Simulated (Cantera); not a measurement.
An adiabatic, constant-volume homogeneous reactor starts with 5.13 % CH4, 2.98 % CO, 18.4 % O2, 69.3 % N2, 4.26 % H2O, equivalence ratio 0.64, at 1700 K and 1.00 bar.

Computed with Cantera and GRI-Mech 3.0 (53 species, 325 reactions).

One state of this run: T (K) = 2752; P (bar) = 1.64; x CH4 = <1e-12; x CO = 0.0221; x O2 = 0.0655; x CH2O = 9.96e-11; x HO2 = 1.36e-5; x CH2 = <1e-12. x: mole fraction; the columns are a selection and need not sum to one.

### Question
Which value of t (s) does it belong to?
A) 5.37e-5
B) 2.36e-5
C) 0.00144
D) 2.00e-6

### Answer
C, 0.00144
